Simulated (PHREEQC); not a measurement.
Consider water at 44 °C with 0.067 mol Ca(NO3)2 and 0.0015 mol KBr per kg of water. Closed to the air; pH follows from the charge balance.

The numbers come from PHREEQC with the ion-association model, phreeqc.dat.

The ionic strength comes out as 0.203 mol/kgw. What activity coefficients do NO3-, Br-, K+, Ca+2 get?

NO3- 0.69, Br- 0.69, K+ 0.70, Ca+2 0.31.

This is a speciation only: nothing precipitates in the calculation. Constants without temperature data keep their 25 °C values here.
